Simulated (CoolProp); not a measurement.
o-xylene along the isotherm 504.5 K: fugacity coefficient from the reference equation and from simpler models built on Tc = 630.3 K, pc = 3.737 MPa, ω = 0.312; each cubic takes its own stable root.

Model: reference Helmholtz-energy equation of state, Zhou 2012, in CoolProp.

| p (MPa) | phase | reference | van der Waals | Soave-Redlich-Kwong | Peng-Robinson |
|---|---|---|---|---|---|
| 2.34 | liquid | 0.2539 | 0.5240 | 0.2651 | 0.2580 |
| 4.67 | liquid | 0.1387 | 0.3035 | 0.1466 | 0.1410 |
| 7.01 | liquid | 0.1006 | 0.2327 | 0.1076 | 0.1024 |
| 9.34 | liquid | 0.08220 | 0.2002 | 0.08884 | 0.08360 |
| 11.7 | liquid | 0.07143 | 0.1830 | 0.07801 | 0.07262 |
| 14 | liquid | 0.06481 | 0.1742 | 0.07145 | 0.06585 |
| 16.4 | liquid | 0.06024 | 0.1699 | 0.06706 | 0.06115 |
| 18.7 | liquid | 0.05729 | 0.1691 | 0.06434 | 0.05810 |
